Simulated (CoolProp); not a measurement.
Vapour-liquid equilibrium of trans-2-butene (1) + ethanol (2) at 358.8 K; x and y are mole fractions of (1).

Model: multi-fluid Helmholtz-energy mixture model, Lemmon 2005 and Schroeder 2014; pair parameters Bell 2016, in CoolProp.

Q: Give the bubble pressure and the first vapour's composition at x = 0.05, 0.2, 0.5. Is there an azeotrope?

A: x = 0.05: 0.3064 MPa, y = 0.567; x = 0.2: 0.7079 MPa, y = 0.822; x = 0.5: 0.9546 MPa, y = 0.878. No azeotrope shows between x = 0.05 and 0.95.

Pair parameters are fitted to limited data, so mixtures are less certain than the pure fluids. With so large a gap from Raoult's law the liquid may split in two, which this calculation doesn't test in full.
